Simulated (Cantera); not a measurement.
What does this Cantera script print?

```python
import numpy as np
import cantera as ct

gas_names = """
    F F2 H HF H2 H2F2 H3F3 H4F4 H5F5 H6F6 H7F7 N NF NF2 NF3 NH NH2 NH3 N2 N2H2 N2H4
""".split()
cond_names = """

""".split()


# ... load() reads the species with a 1 bar reference pressure and builds the phases ...
atoms = {
    'NF3': {'N': 1, 'F': 3},
    'H2': {'H': 2},
    'N2': {'N': 2},
}
top_T = {}  # K; cautious upper limits of use, not melting points


# ... equilibrate(T, P, feed) seeds the gas with the atoms and calls Mixture.equilibrate('TP', solver="vcs", rtol=1e-11, max_steps=5000) ...
results = []
T = 2873  # K
P = 39  # Pa
for m in [0.41, 0.48, 0.55, 0.64, 0.74, 0.86, 1, 1.2, 1.3, 1.6, 1.8, 2.1]:
    feed = {'NF3': 1, 'H2': m, 'N2': 0.81}  # mol
    mix = equilibrate(T, P, feed)
    results.append((T, P, feed, dict(zip(mix.species_names, mix.species_moles))))

top = {s: max(r[3][s] / sum(r[3][g] for g in gas_names) for r in results) for s in gas_names}
cols = sorted((s for s in top if top[s] > 0.0001), key=lambda s: -top[s])[:9]
seen = [c for c in cond_names if any(r[3].get(c, 0) > 1e-12 for r in results)]
print("log10 of partial pressures in bar; condensed amounts in mol")
print(f"{'n(H2)':>10s}" + "".join(f"{s[:9]:>10s}" for s in cols + seen))
for T, P, feed, n in results:
    ng = sum(n[g] for g in gas_names)
    print(f"{feed['H2']:10.4g}" + "".join(f"{np.log10(max(n[s] / ng * P / 1e5, 1e-99)):10.3f}" for s in cols)
          + "".join(f"{n.get(c, 0):10.4g}" for c in seen))
```

Result:

```
log10 of partial pressures in bar; condensed amounts in mol
     n(H2)         F        HF         H        N2        H2         N
      0.41    -3.689    -4.248    -4.828    -3.943    -7.700    -7.199
      0.48    -3.712    -4.188    -4.746    -3.947    -7.535    -7.201
      0.55    -3.735    -4.138    -4.672    -3.951    -7.388    -7.203
      0.64    -3.766    -4.085    -4.588    -3.956    -7.220    -7.205
      0.74    -3.802    -4.037    -4.505    -3.963    -7.054    -7.209
      0.86    -3.845    -3.992    -4.417    -3.971    -6.877    -7.213
         1    -3.896    -3.953    -4.326    -3.983    -6.696    -7.219
       1.2    -3.969    -3.915    -4.216    -4.000    -6.474    -7.228
       1.3    -4.005    -3.903    -4.167    -4.010    -6.377    -7.233
       1.6    -4.109    -3.885    -4.045    -4.042    -6.133    -7.248
       1.8    -4.173    -3.884    -3.980    -4.064    -6.003    -7.259
       2.1    -4.260    -3.892    -3.902    -4.097    -5.847    -7.276
```

Equilibrium computed with Cantera from the NASA thermochemical tables; the gas is ideal and each condensed phase is pure.
